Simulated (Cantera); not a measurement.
A Cantera script and what it prints.

```python
import numpy as np
import cantera as ct

gas_names = [...]  # 87 gases of nasa_gas.yaml made of C, H, Si
cond_names = """
    C(gr) C6H6(L) C7H8(L) C8H18(L),n-octa Si(cr) Si(L) SiC(b)
""".split()


# ... load() reads the species with a 1 bar reference pressure and builds the phases ...
atoms = {
    'SiH4': {'Si': 1, 'H': 4},
    'CH4': {'C': 1, 'H': 4},
    'H2': {'H': 2},
    'C3H8': {'C': 3, 'H': 8},
}
top_T = {'C(gr)': 4500, 'SiC(b)': 3050}  # K; cautious upper limits of use, not melting points


# ... equilibrate(T, P, feed) seeds the gas with the atoms and calls Mixture.equilibrate('TP', solver="vcs", rtol=1e-11, max_steps=5000) ...
results = []
feed = {'SiH4': 1, 'CH4': 1.3, 'H2': 280, 'C3H8': 0.015}  # mol
P = 1333.22  # Pa
for T in [1423, 1498, 1573, 1648, 1723, 1798, 1873, 1948, 2023, 2098, 2173, 2248, 2323]:
    mix = equilibrate(T, P, feed)
    results.append((T, P, feed, dict(zip(mix.species_names, mix.species_moles))))

top = {s: max(r[3][s] / sum(r[3][g] for g in gas_names) for r in results) for s in gas_names}
cols = sorted((s for s in top if top[s] > 1e-06), key=lambda s: -top[s])[:5]
seen = [c for c in cond_names if any(r[3].get(c, 0) > 1e-12 for r in results)]
print("log10 of partial pressures in bar; condensed amounts in mol")
print(f"{'T/K':>10s}" + "".join(f"{s[:9]:>10s}" for s in cols + seen))
for T, P, feed, n in results:
    ng = sum(n[g] for g in gas_names)
    print(f"{T:10.4g}" + "".join(f"{np.log10(max(n[s] / ng * P / 1e5, 1e-99)):10.3f}" for s in cols)
          + "".join(f"{n.get(c, 0):10.4g}" for c in seen))
```

Output:

```
log10 of partial pressures in bar; condensed amounts in mol
       T/K        H2         H        Si C2H2,acet      SiC2     C(gr)    SiC(b)
      1423    -1.875    -6.115   -11.091    -7.339   -14.151    0.3286         1
      1498    -1.875    -5.702   -10.139    -6.930   -12.904    0.3301         1
      1573    -1.875    -5.328    -9.279    -6.560   -11.778    0.3262         1
      1648    -1.875    -4.988    -8.498    -6.225   -10.757    0.3145    0.9999
      1723    -1.876    -4.677    -7.785    -5.919    -9.826      0.29    0.9995
      1798    -1.877    -4.392    -7.133    -5.640    -8.974    0.2458     0.998
      1873    -1.878    -4.129    -6.534    -5.383    -8.192    0.1726    0.9923
      1948    -1.880    -3.887    -5.981    -5.148    -7.472    0.0626    0.9729
      2023    -1.883    -3.663    -5.435    -5.001    -6.841         0    0.9048
      2098    -1.888    -3.456    -4.937    -4.850    -6.248         0    0.6961
      2173    -1.895    -3.264    -4.517    -4.625    -5.653         0     0.171
      2248    -1.905    -3.086    -4.420    -4.571    -5.546         0         0
      2323    -1.918    -2.922    -4.408    -4.572    -5.572         0         0
```

These are equilibrium values from Cantera (NASA tables, ideal gas, pure condensed phases), not measurements of a reactor. Gases not in the tables: Si2H6 and higher silanes.
